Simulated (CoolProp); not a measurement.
Vapour pressure (kPa) of hydrogen sulfide: the reference equation beside estimates from Tc = 373.1 K, pc = 8999 kPa, ω = 0.101. Clausius-Clapeyron is anchored at 218 K with a constant enthalpy of vaporisation of 18.41 kJ/mol.

The numbers come from the reference Helmholtz-energy equation of state, Lemmon 2006 in CoolProp. It is a short technical equation, of lower accuracy than the large ones.

| T (K) | reference | Lee-Kesler | Clausius-Clapeyron | van der Waals |
|---|---|---|---|---|
| 200.1 | 50.63 | 49.86 | 52.64 | 396.2 |
| 218 | 130.6 | 129.2 | 130.6 | 669.6 |
| 235.9 | 287.1 | 285.5 | 282.4 | 1051 |
| 253.8 | 558.7 | 557.9 | 547.5 | 1556 |
| 271.7 | 989.2 | 990.2 | 972.8 | 2200 |
| 289.7 | 1630 | 1633 | 1614 | 3000 |
| 307.6 | 2525 | 2527 | 2519 | 3959 |
| 325.5 | 3730 | 3730 | 3742 | 5090 |

Absolute difference from the reference over all 8 rows, mean and median: Lee-Kesler 0.5 and 0.2 %, Clausius-Clapeyron 1.4 and 1.3 %, van der Waals 229.9 and 150.5 %.
